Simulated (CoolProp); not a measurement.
CF4 (R14) along the isobar 3.96 MPa: fugacity coefficient from the reference equation and from simpler models built on Tc = -45.8 °C, pc = 3.762 MPa, ω = 0.178; each cubic takes its own stable root.

Values from CoolProp's reference Helmholtz-energy equation of state, Platzer 1990. This equation is an older, rougher fit; its heat capacities, sound speeds and derivatives of the liquid may be far off and weren't checked against measurements.

```
T (°C)          phase  reference  van der Waals  Redlich-Kwong  Soave-Redlich-Kwong  Peng-Robinson
------  -------------  ---------  -------------  -------------  -------------------  -------------
-66.65         liquid     0.4101         0.5213            ___               0.4181         0.4027
-35.35  supercritical     0.7028         0.7183         0.6986               0.7041         0.6798
-4.05   supercritical     0.8057         0.7988         0.7955                  ___            ___
27.35   supercritical     0.8683         0.8502         0.8553               0.8761         0.8525
58.65   supercritical     0.9105         0.8860         0.8953               0.9193         0.8974
89.95   supercritical     0.9405         0.9120         0.9233               0.9489         0.9289
121.25  supercritical     0.9623         0.9314            ___               0.9698         0.9515
152.65  supercritical     0.9786         0.9463         0.9585               0.9847         0.9680
```

Task: Fill in the missing entries.

Result: 
- -66.65, Redlich-Kwong: 0.4417
- -4.05, Soave-Redlich-Kwong: 0.8106
- -4.05, Peng-Robinson: 0.7859
- 121.25, Redlich-Kwong: 0.9435
